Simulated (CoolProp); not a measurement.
Vapour-liquid equilibrium of propylene (1) + R134a (2) at 57.45 °C; x and y are mole fractions of (1).

Values from CoolProp's multi-fluid Helmholtz-energy mixture model, Lemmon 2013 and Tillner-Roth 1994; pair parameters Bell 2016.

| x | bubble pressure, mixture model (MPa) | bubble pressure, Raoult's law (MPa) | y, mixture model | y, Raoult's law |
|---|---|---|---|---|
| 0.05 | ___ | 1.623 | 0.099 | 0.074 |
| 0.2 | 2.051 | 1.746 | 0.310 | 0.275 |
| 0.35 | 2.291 | 1.869 | ___ | 0.450 |
| 0.5 | 2.453 | 1.991 | 0.567 | 0.603 |
| 0.65 | 2.543 | 2.114 | ___ | 0.738 |
| 0.8 | 2.556 | 2.237 | ___ | 0.858 |
| 0.95 | 2.464 | 2.359 | 0.937 | 0.966 |

Fill in the missing entries.


- 0.05, bubble pressure, mixture model (MPa): 1.716
- 0.35, y, mixture model: 0.453
- 0.65, y, mixture model: 0.674
- 0.8, y, mixture model: 0.790

The largest gap from Raoult's law is +23.2 % in bubble pressure, at x = 0.5. y crosses x between x = 0.65 and 0.8: the model has an azeotrope there.

Pair parameters are fitted to limited data, so mixtures are less certain than the pure fluids.
